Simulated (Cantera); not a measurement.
Input: 1 mol SiCl4, 0.14 mol C3H8, 51 mol H2, at 677 °C and 750 Torr.

Method: chemical equilibrium by Gibbs-energy minimisation in Cantera with the NASA 1993 tables (ideal gas, pure condensed phases). Candidate condensed phases: C, C6H6, C7H8, C8H18, Si, SiC; 109 gas species. The tables' values for SiCl3 are old estimates; treat these amounts as uncertain. Kinetics and transport are ignored.

**Question.** What is the equilibrium state?

**Answer.** 
```
Property                                    Value
--------------------------------------  ---------
x(H2)                                       0.963
x(HCl)                                     0.0154
x(SiCl4)                                   0.0125
x(CH4)                                    0.00513
x(SiHCl3)                                 0.00358
x(SiH2Cl2)                               0.000105
x(SiCl3)                                  3.23e-5
x(SiCl2)                                  2.79e-6
n(SiC(s))                               0.151 mol
gas amount                              52.44 mol
log10 activity of C(graphite) (absent)      -1.48
log10 activity of Si(s) (absent)            -2.13
```
